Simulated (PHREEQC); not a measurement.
Spent oxide etchant: speciation

Solution (25 °C): 0.2 mol/kgw NH4HF2, 0.00017 mol/kgw H2SiF6 and 0.011 mol/kgw H3BO3. Closed to the air; pH follows from the charge balance.

The numbers come from PHREEQC with the ion-association model, phreeqc.dat.

| Item | Result |
|---|---|
| pH | 3.09 |
| ionic strength | 0.201 mol/kgw |
| activity of water | 0.991 |
| density | 1.002 g/cm³ |
| total alkalinity | -201 meq/kg |

```tsv
species	molality	activity	log γ
NH4+	0.200	0.136	-0.167
F-	0.134	0.0944	-0.151
HF	0.110	0.116	0.020
HF2-	0.0561	0.0418	-0.127
BF4-	0.0110	0.00818	-0.127
H+	0.00102	0.000816	-0.098
SiF6-2	0.000170	5.05e-5	-0.527
BF3OH-	3.46e-5	2.59e-5	-0.127
BF2(OH)2-	4.07e-7	3.03e-7	-0.127
NH3	9.07e-8	9.50e-8	0.020
```

Precipitation was switched off in this run. SiF6-2 is the database's only silicon fluoride. Real BF4- forms and hydrolyses slowly; the run takes it at equilibrium.
